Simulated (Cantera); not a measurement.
Input: 1 mol HgO, 1.9 mol N2, held at 375 °C and 100 Pa.

These are equilibrium values from Cantera (NASA tables, ideal gas, pure condensed phases), not measurements of a reactor. Candidate condensed phases: Hg, HgO; 10 gas species. The numbers say what is thermodynamically allowed, not how fast it happens.

Base state: N2 0.559, Hg 0.294, O2 0.147 (mole fractions); condensed: gas only.

Q: What changes in the equilibrium state with this change: temperature from 375 °C to 1350 °C?

A: 
```json
[
 {"species": "N2", "before": "0.559", "after": "0.558"},
 {"species": "Hg", "before": "0.294", "after": "0.294"},
 {"species": "O2", "before": "0.147", "after": "0.146"},
 {"species": "NO", "before": "5.65e-8", "after": "0.00150"},
 {"species": "O", "before": "<1e-9", "after": "0.000230"}
]
```
